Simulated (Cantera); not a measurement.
Feed: 1 mol Si₂Cl₆, 130 mol H₂, held at 1425 K and 3.00 mbar.

These are equilibrium values from Cantera (NASA tables, ideal gas, pure condensed phases), not measurements of a reactor. Candidate condensed phases: Si; 19 gas species. The feed counts by its element totals alone. The tables' values for SiCl₃ are old estimates; treat these amounts as uncertain. Rates play no part.

Base state: H₂ 0.959, HCl 0.0366, SiCl₂ 0.00421, H 0.000122, SiCl₃ 3.57e-5 (mole fractions); condensed: Si(s).

### Question
What changes in the equilibrium state with this change: H₂ from 130 to 4.8 mol?

### Answer
| species | before | after |
|---|---|---|
| H₂ | 0.959 | 0.508 |
| SiCl₂ | 0.00421 | 0.237 |
| HCl | 0.0366 | 0.232 |
| SiCl₃ | 3.57e-5 | 0.0175 |
| SiCl₄ | 1.19e-6 | 0.00507 |
| SiHCl₃ | 2.44e-6 | 0.000870 |
| SiH₂Cl₂ | 7.64e-7 | 2.28e-5 |
| Cl | 3.81e-6 | 3.31e-5 |
| Si(s), mol | 1.43 | 0 |
The tables' values for SiCl₃, SiCl are old estimates; treat these amounts as uncertain.
